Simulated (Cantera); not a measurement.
An isothermal, constant-pressure homogeneous reactor starts with CH₄ : H₂ = 1 : 15 (molar parts), at 1100 K and 20.0 Torr. Integrator tolerance rtol = 1e-08.

Detailed kinetics in Cantera: GRI-Mech 3.0 (53 species, 325 reactions). GRI-Mech 3.0 stops at C3 and has no aromatics, soot or wall deposition, so with more carbon than oxygen in the feed, carbon stays in small species such as C2H2 where larger ones or solid carbon would form. Radical loss at walls, strong at low pressure, is not modelled.

**Question.** What does this change do: temperature 1100 to 1598 K?

**Answer.** 
```csv
quantity,before,after
x(CH₄) at 3.00 s,0.0625 (gas-phase equilibrium 0.0621),0.0271 (gas-phase equilibrium 0.00135)
x(H₂) at 3.00 s,0.938 (gas-phase equilibrium 0.938),0.956 (gas-phase equilibrium 0.970)
x(CH₃) at 3.00 s,3.90e-8 (gas-phase equilibrium 1.87e-7),0.000160 (gas-phase equilibrium 9.17e-6)
x(C₂H₄) at 3.00 s,4.05e-11 (gas-phase equilibrium 0.000116),8.26e-5 (gas-phase equilibrium 8.33e-5)
x(C₂H₂) at 3.00 s,<1e-12 (gas-phase equilibrium 6.98e-5),0.0165 (gas-phase equilibrium 0.0287)
```
